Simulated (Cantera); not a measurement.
An isothermal, constant-pressure homogeneous reactor starts with NO : N₂ = 1 : 0.95 (molar parts), at 2075 K and 27.0 Torr.

Detailed kinetics in Cantera: GRI-Mech 3.0 (53 species, 325 reactions). Radical loss at walls, strong at low pressure, is not modelled.

One state of this run: x NO = 0.502; x O₂ = 0.00461; x NO₂ = 2.92e-5; x N₂ = 0.492; x N₂O = 9.92e-5; x O = 0.000850. x: mole fraction; the columns are a selection and need not sum to one.

Question: Which value of t (s) does it belong to?
A. 0.0288
B. 0.119
C. 0.0141
D. 0.00342

Answer: B, 0.119
